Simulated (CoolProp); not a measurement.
Computed with CoolProp (reference Helmholtz-energy equation of state, Tillner-Roth 1994).

Give the vapour pressure (MPa), vapour Z, surface tension (mN/m), liquid viscosity (µPa s) of saturated R134a at 287.4, 312.8, 317 K.


```json
[
 {"T (K)": "287.4", "p (MPa)": "0.477", "vapour Z": "0.877", "surface tension (mN/m)": "9.46", "liquid viscosity (µPa s)": "223"},
 {"T (K)": "312.8", "p (MPa)": "1.01", "vapour Z": "0.797", "surface tension (mN/m)": "6.16", "liquid viscosity (µPa s)": "162"},
 {"T (K)": "317", "p (MPa)": "1.13", "vapour Z": "0.781", "surface tension (mN/m)": "5.64", "liquid viscosity (µPa s)": "154"}
]
```

Viscosity comes from a separate model (Huber 2003), an estimate that may be off by 10 % or more. Surface tension comes from a separate correlation (Mulero 2012).
